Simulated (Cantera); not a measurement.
What does this Cantera script print?

```python
import numpy as np
import cantera as ct

surf = ct.Interface("diamond.yaml", "diamond_100")
gas, bulk = surf.adjacent["gas"], surf.adjacent["diamond"]
k = surf.kinetics_species_index(bulk.species_names[0])
cover = ["c6HH", "c6H*", "c6*H", "c6**", "c6HM", "c6B"]

rows, drift = [], 0.0
print(f"{'T':>10s}{'um/h':>11s}" + "".join(f"{s:>11s}" for s in cover))
for v in [950, 1025, 1100, 1175, 1250, 1325, 1400]:
    T, P, xH, xCH3 = v, 1000, 0.001, 4.7e-05
    gas.TPX = T, P, {"H": xH, "CH3": xCH3, "CH4": 0.0036, "H2": 1 - xH - xCH3 - 0.0036}
    surf.TP = bulk.TP = T, P
    surf.coverages = "c6H*:0.1, c6HH:0.9"
    surf.advance_coverages(100.0)
    before = surf.coverages
    surf.advance_coverages(100.0)
    drift = max(drift, np.max(np.abs(surf.coverages - before) / (surf.coverages + 1e-9)))
    rate = surf.net_production_rates[k] * bulk.mean_molecular_weight / bulk.density * 3.6e9
    rows.append([rate, *surf[cover].coverages])
    print(f"{v:10.4g}{rate:11.4e}" + "".join(f"{x:11.3e}" for x in rows[-1][1:]))
```

Output:

```
         T       um/h       c6HH       c6H*       c6*H       c6**       c6HM        c6B
       950 1.4756e-01  6.255e-01  1.363e-02  3.236e-01  6.124e-03  2.390e-02  4.004e-10
      1025 1.0059e-01  5.729e-01  2.015e-02  3.852e-01  1.034e-02  8.032e-03  2.730e-10
      1100 4.5470e-02  5.212e-01  2.734e-02  4.333e-01  1.546e-02  1.564e-03  1.234e-10
      1175 3.1537e-02  4.763e-01  3.472e-02  4.673e-01  2.086e-02  2.759e-04  8.558e-11
      1250 3.1340e-02  4.424e-01  4.198e-02  4.893e-01  2.586e-02  5.117e-05  8.504e-11
      1325 2.1160e-02  4.198e-01  4.886e-02  5.012e-01  2.994e-02  9.774e-06  5.742e-11
      1400 7.6986e-03  4.067e-01  5.519e-02  5.052e-01  3.280e-02  2.173e-06  2.089e-11
```

Detailed kinetics in Cantera: the Harris–Goodwin 1993 mechanism for the reconstructed diamond (100) surface.
